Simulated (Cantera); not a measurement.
What does this Cantera script print?

```python
import numpy as np
import cantera as ct

gas_names = """
    CL CL2 H HCL H2 Si SiCL SiCL2 SiCL3 SiCL4 SiH SiHCL3 SiH2 SiH2CL2 SiH3 SiH3CL SiH4 Si2 Si3
""".split()
cond_names = """
    Si(cr) Si(L)
""".split()


# ... load() reads the species with a 1 bar reference pressure and builds the phases ...
atoms = {
    'SiHCl3': {'Si': 1, 'H': 1, 'CL': 3},
    'HCl': {'H': 1, 'CL': 1},
    'H2': {'H': 2},
}
top_T = {}  # K; cautious upper limits of use, not melting points


# ... equilibrate(T, P, feed) seeds the gas with the atoms and calls Mixture.equilibrate('TP', solver="vcs", rtol=1e-11, max_steps=5000) ...
results = []
feed = {'SiHCl3': 1, 'HCl': 0.084, 'H2': 22}  # mol
P = 1333.22  # Pa
for T in [1025, 1075, 1125, 1175, 1225, 1275, 1325, 1375, 1425, 1475, 1525, 1575]:
    mix = equilibrate(T, P, feed)
    results.append((T, P, feed, dict(zip(mix.species_names, mix.species_moles))))

top = {s: max(r[3][s] / sum(r[3][g] for g in gas_names) for r in results) for s in gas_names}
cols = sorted((s for s in top if top[s] > 0.0001), key=lambda s: -top[s])[:6]
seen = [c for c in cond_names if any(r[3].get(c, 0) > 1e-12 for r in results)]
print("log10 of partial pressures in bar; condensed amounts in mol")
print(f"{'T/K':>10s}" + "".join(f"{s[:9]:>10s}" for s in cols + seen))
for T, P, feed, n in results:
    ng = sum(n[g] for g in gas_names)
    print(f"{T:10.4g}" + "".join(f"{np.log10(max(n[s] / ng * P / 1e5, 1e-99)):10.3f}" for s in cols)
          + "".join(f"{n.get(c, 0):10.4g}" for c in seen))
```

Output:

```
log10 of partial pressures in bar; condensed amounts in mol
       T/K        H2       HCL     SiCL2     SiCL4    SiHCL3     SiCL3    Si(cr)
      1025    -1.900    -3.423    -4.693    -3.579    -4.123    -4.796    0.3352
      1075    -1.905    -3.279    -4.364    -3.665    -4.196    -4.614    0.3821
      1125    -1.909    -3.163    -4.091    -3.798    -4.304    -4.489    0.4237
      1175    -1.914    -3.076    -3.880    -3.993    -4.459    -4.432    0.4525
      1225    -1.918    -3.019    -3.733    -4.264    -4.669    -4.447    0.4656
      1275    -1.921    -2.987    -3.641    -4.599    -4.926    -4.527    0.4668
      1325    -1.922    -2.973    -3.587    -4.971    -5.210    -4.647    0.4615
      1375    -1.922    -2.969    -3.555    -5.350    -5.499    -4.784    0.4534
      1425    -1.923    -2.968    -3.534    -5.719    -5.780    -4.924    0.4443
      1475    -1.923    -2.970    -3.520    -6.071    -6.047    -5.061     0.435
      1525    -1.923    -2.973    -3.508    -6.403    -6.300    -5.192     0.426
      1575    -1.923    -2.976    -3.499    -6.716    -6.538    -5.317    0.4173
```

These are equilibrium values from Cantera (NASA tables, ideal gas, pure condensed phases), not measurements of a reactor. The tables' values for SiCl3, SiCl are old estimates; treat these amounts as uncertain.
